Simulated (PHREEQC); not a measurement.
Brine: an equilibrium model

A solution holds 3.8 mol K2CO3 and 0.143 mol H3BO3 per kg of water, at 25 °C and 100 atm. Closed to the air; pH follows from the charge balance.

Computed with PHREEQC (Pitzer model, pitzer.dat).

No solid was allowed to form.

Task: Predict the pH.

Result: pH 11.54.

Task: In which forms is C present?

Result: CO3-2 96 %, HCO3- 3.7 % of the C.

In brines, pH and single-ion activities rest on the MacInnes convention. Under pressure, the constants of complexes without a molar volume in the database are unreliable.
